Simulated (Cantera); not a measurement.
Mixture: CH₄ : O₂ : N₂ = 1 : 4.44 : 16.7 (molar parts), at 323 Torr, adiabatic and at constant pressure. Ignition delay is the time to a rise of 400 K.

Cantera simulation using GRI-Mech 3.0 (53 species, 325 reactions); the numbers are that mechanism's predictions, not measurements.

Task: Predict: delay at 1273 K; delay at 1373 K; delay at 1473 K; delay at 1573 K; delay at 1673 K; apparent activation energy between 1573 and 1673 K.

Result: 
```
Quantity                                                 Value
--------------------------------------------------  ----------
delay at 1273 K                                        21.2 ms
delay at 1373 K                                        6.25 ms
delay at 1473 K                                        2.30 ms
delay at 1573 K                                        1.02 ms
delay at 1673 K                                       0.512 ms
apparent activation energy between 1573 and 1673 K  150 kJ/mol
```
